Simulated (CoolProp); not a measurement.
Vapour-liquid equilibrium of benzene (1) + n-nonane (2) at 362.7 K; x and y are mole fractions of (1).

Values from CoolProp's multi-fluid Helmholtz-energy mixture model, Thol 2012 and Lemmon 2006; pair parameters Bell 2016.

| x | bubble pressure (MPa) | y at the bubble point | dew pressure at overall composition x (MPa) | liquid density (mol/L) |
|---|---|---|---|---|
| 0.05 | 0.02459 | [?] | 0.01495 | 5.298 |
| 0.2 | 0.04992 | 0.760 | [?] | [?] |
| 0.35 | 0.06904 | 0.850 | [?] | 6.278 |
| 0.5 | 0.08467 | 0.897 | [?] | 6.908 |
| 0.65 | 0.09894 | 0.931 | [?] | 7.672 |
| 0.8 | 0.1133 | [?] | 0.05710 | [?] |
| 0.95 | 0.1289 | 0.990 | 0.1079 | 9.807 |

Task: Complete the blanks.

Result: 
- 0.05, y at the bubble point: 0.445
- 0.2, dew pressure at overall composition x (MPa): 0.01757
- 0.2, liquid density (mol/L): 5.749
- 0.35, dew pressure at overall composition x (MPa): 0.02131
- 0.5, dew pressure at overall composition x (MPa): 0.02703
- 0.65, dew pressure at overall composition x (MPa): 0.03685
- 0.8, y at the bubble point: 0.961
- 0.8, liquid density (mol/L): 8.615

No azeotrope shows between x = 0.05 and 0.95.

Pair parameters are fitted to limited data, so mixtures are less certain than the pure fluids.
